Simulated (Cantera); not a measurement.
## Pyrogenic steam for wet oxidation

An isothermal, constant-pressure homogeneous reactor starts with H2 : O2 : N2 = 0.93 : 1 : 2.3 (molar parts), at 973 K and 13300 Pa.

Cantera simulation using GRI-Mech 3.0 (53 species, 325 reactions); the numbers are that mechanism's predictions, not measurements. Radical loss at walls, strong at low pressure, is not modelled. The temperature is held fixed by assumption; the heat of reaction is taken as removed at once.

| t (s) | x H2 | x O2 | x H2O2 | x O | x HO2 | x H2O |
|---|---|---|---|---|---|---|
| 8.00e-6 | 0.220 | 0.236 | <1e-12 | <1e-12 | 1.91e-11 | <1e-12 |
| 2.48e-5 | 0.220 | 0.236 | <1e-12 | 7.04e-12 | 6.12e-11 | 1.24e-11 |
| 7.72e-5 | 0.220 | 0.236 | <1e-12 | 5.29e-11 | 2.15e-10 | 2.19e-10 |
| 0.000240 | 0.220 | 0.236 | 2.22e-12 | 1.57e-9 | 2.07e-9 | 1.11e-8 |
| 0.000744 | 0.220 | 0.236 | 2.86e-8 | 2.26e-5 | 1.42e-5 | 0.000178 |
| 0.00231 | 0.00550 | 0.144 | 3.45e-6 | 0.000461 | 3.48e-5 | 0.240 |
| 0.00718 | 0.00135 | 0.143 | 2.26e-6 | 4.77e-5 | 1.76e-5 | 0.245 |
| 0.0223 | 0.000390 | 0.142 | 1.47e-6 | 9.04e-6 | 7.85e-6 | 0.247 |
| 0.0692 | 7.71e-5 | 0.142 | 4.10e-7 | 1.36e-6 | 2.11e-6 | 0.247 |
| 0.215 | 6.94e-6 | 0.142 | 6.55e-8 | 1.58e-7 | 2.30e-7 | 0.247 |
| 0.668 | 2.28e-7 | 0.142 | 1.65e-8 | 2.44e-8 | 1.52e-8 | 0.247 |
| 2.07 | 5.46e-9 | 0.142 | 4.61e-9 | 5.81e-9 | 2.46e-9 | 0.247 |
| 6.44 | 1.08e-9 | 0.142 | 1.46e-9 | 1.71e-9 | 7.46e-10 | 0.247 |
| 20.0 | 3.27e-10 | 0.142 | 4.85e-10 | 5.41e-10 | 3.48e-10 | 0.247 |
x: mole fraction; the columns are a selection and need not sum to one.

Equilibrium at this temperature and pressure: H2 6.91e-11, O2 0.142, H2O2 6.71e-11, O 7.03e-11, HO2 4.23e-10, H2O 0.247 (gas phase only).
